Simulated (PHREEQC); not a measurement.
Make-up at 25 °C: 20 mmol/kgw HF, 0.046 mmol/kgw NH4HF2 and 31 mmol/kgw H3PO4. Closed to the air; pH follows from the charge balance.

Equilibrium calculation in PHREEQC: ion-association model, phreeqc.dat.

This is a speciation only: nothing precipitates in the calculation.

Task: Estimate the pH, specific conductance, ionic strength.

Result: pH 1.92; specific conductance 4700 µS/cm; ionic strength 0.0133 mol/kgw.

Task: In which forms is P present?

Result: H3PO4 61 %, H2PO4- 39 % of the P.
